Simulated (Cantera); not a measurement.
Charge: 1 mol Mg(OH)2, 0.041 mol H2O, 0.067 mol H2, 0.11 mol CO2, equilibrated at 300 Torr.

Method: chemical equilibrium by Gibbs-energy minimisation in Cantera with the NASA 1993 tables (ideal gas, pure condensed phases). Candidate condensed phases: C, C6H6, C7H8, C8H18, H2O, Mg, MgCO3, MgO, Mg(OH)2; 116 gas species. Kinetics and transport are ignored. All values below are at 1250 °C.

Base state: H2O 0.866, CO2 0.0794, H2 0.0441, CO 0.0109 (mole fractions); condensed: MgO(s).

Task: What changes in the equilibrium state with this change: H2 from 0.067 to 0.05 mol?

Result: 
```csv
species,before,after
H2O,0.866,0.875
CO2,0.0794,0.0831
H2,0.0441,0.0332
CO,0.0109,0.00846
"MgO(s), mol",1.00,1.00
```
